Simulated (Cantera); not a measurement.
What does this Cantera script print?

```python
import numpy as np
import cantera as ct

gas = ct.Solution("gri30.yaml")
gas.TPX = 1273, 100000, {'CO': 0.0065, 'O2': 0.021, 'H2O': 0.00023, 'N2': 1}
inlet = ct.Reservoir(gas, clone=True)

reactor = ct.IdealGasConstPressureReactor(gas, energy="off", clone=False)
exhaust = ct.Reservoir(gas, clone=True)
tau = [18, 6.5, 2.4, 0.87, 0.32, 0.12, 0.043, 0.016, 0.0057][0]
for a, b in ((inlet, reactor), (reactor, exhaust)):
    ct.MassFlowController(a, b, mdot=lambda t: reactor.mass / tau)
net = ct.ReactorNet([reactor])
show = ['CO', 'O2', 'H2O', 'HO2', 'CO2']

rows = []
print(f"{'tau/s':>10s}{'T/K':>9s}" + "".join(f"{s:>11s}" for s in show))
for tau in [18, 6.5, 2.4, 0.87, 0.32, 0.12, 0.043, 0.016, 0.0057]:
    net.initial_time = 0.0
    net.advance(30 * tau)
    before = gas.X
    net.advance(40 * tau)
    drift = np.max(np.abs(gas.X - before) / (gas.X + 1e-9))
    rows.append([gas.T, *gas[show].X, drift])
    print(f"{tau:10.3e}{gas.T:9.1f}" + "".join(f"{x:11.3e}" for x in gas[show].X))
```

Result:

```
     tau/s      T/K         CO         O2        H2O        HO2        CO2
 1.800e+01   1273.0  4.541e-05  1.734e-02  2.230e-04  1.080e-07  6.299e-03
 6.500e+00   1273.0  9.195e-05  1.736e-02  2.224e-04  1.801e-07  6.252e-03
 2.400e+00   1273.0  1.812e-04  1.740e-02  2.215e-04  2.809e-07  6.163e-03
 8.700e-01   1273.0  3.559e-04  1.748e-02  2.202e-04  4.178e-07  5.988e-03
 3.200e-01   1273.0  6.782e-04  1.763e-02  2.182e-04  5.876e-07  5.664e-03
 1.200e-01   1273.0  1.237e-03  1.788e-02  2.153e-04  7.819e-07  5.104e-03
 4.300e-02   1273.0  2.193e-03  1.832e-02  2.111e-04  9.934e-07  4.145e-03
 1.600e-02   1273.0  3.481e-03  1.891e-02  2.071e-04  1.159e-06  2.852e-03
 5.700e-03   1273.0  4.929e-03  1.961e-02  2.067e-04  1.202e-06  1.399e-03
```

Model: GRI-Mech 3.0 (53 species, 325 reactions), integrated in Cantera.
